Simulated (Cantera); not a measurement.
Cantera run, input and output.

```python
import numpy as np
import cantera as ct

gas = ct.Solution("gri30.yaml")
gas.TPX = 750, 100000, {'CH3OH': 1, 'O2': 1, 'N2': 12, 'H2O': 0.75}
inlet = ct.Reservoir(gas, clone=True)
gas.equilibrate("HP")  # start burning
reactor = ct.IdealGasConstPressureReactor(gas, energy="on", clone=False)
exhaust = ct.Reservoir(gas, clone=True)
tau = [0.087, 0.041, 0.019, 0.0089, 0.0042, 0.002, 0.00091, 0.00043, 0.0002, 9.4e-05, 4.4e-05, 2.1e-05][0]
for a, b in ((inlet, reactor), (reactor, exhaust)):
    ct.MassFlowController(a, b, mdot=lambda t: reactor.mass / tau)
net = ct.ReactorNet([reactor])
show = ['CH3OH', 'O2', 'H2O', 'CO2', 'CH3', 'H2']

rows = []
print(f"{'tau/s':>10s}{'T/K':>9s}" + "".join(f"{s:>11s}" for s in show))
for tau in [0.087, 0.041, 0.019, 0.0089, 0.0042, 0.002, 0.00091, 0.00043, 0.0002, 9.4e-05, 4.4e-05, 2.1e-05]:
    net.initial_time = 0.0
    net.advance(30 * tau)
    before = gas.X
    net.advance(40 * tau)
    drift = np.max(np.abs(gas.X - before) / (gas.X + 1e-9))
    rows.append([gas.T, *gas[show].X, drift])
    print(f"{tau:10.3e}{gas.T:9.1f}" + "".join(f"{x:11.3e}" for x in gas[show].X))
```

Output:

```
     tau/s      T/K      CH3OH         O2        H2O        CO2        CH3         H2
 8.700e-02   1482.5  5.994e-06  1.760e-04  1.372e-01  3.692e-02  5.818e-06  3.679e-02
 4.100e-02   1479.4  1.067e-05  3.114e-04  1.374e-01  3.643e-02  1.032e-05  3.642e-02
 1.900e-02   1474.2  1.980e-05  5.714e-04  1.378e-01  3.551e-02  1.798e-05  3.578e-02
 8.900e-03   1465.5  3.760e-05  1.065e-03  1.384e-01  3.385e-02  2.953e-05  3.480e-02
 4.200e-03   1449.3  7.558e-05  2.061e-03  1.394e-01  3.086e-02  4.491e-05  3.339e-02
 2.000e-03   1410.8  1.937e-04  4.664e-03  1.401e-01  2.471e-02  5.857e-05  3.183e-02
 9.100e-04    750.0  6.780e-02  6.780e-02  5.085e-02 -6.853e-18  3.429e-16  4.723e-16
 4.300e-04    750.0  6.780e-02  6.780e-02  5.085e-02  6.886e-17  2.216e-16  3.243e-16
 2.000e-04    750.0  6.780e-02  6.780e-02  5.085e-02  3.147e-17  1.241e-16  1.432e-16
 9.400e-05    750.0  6.780e-02  6.780e-02  5.085e-02  1.504e-17  6.529e-17  6.555e-17
 4.400e-05    750.0  6.780e-02  6.780e-02  5.085e-02  7.046e-18  3.232e-17  2.873e-17
 2.100e-05    750.0  6.780e-02  6.780e-02  5.085e-02  3.347e-18  1.583e-17  1.236e-17
```

Detailed kinetics in Cantera: GRI-Mech 3.0 (53 species, 325 reactions). GRI-Mech 3.0 was tuned for natural gas; its chemistry of methanol as a main component is partial and can be far from experiment.
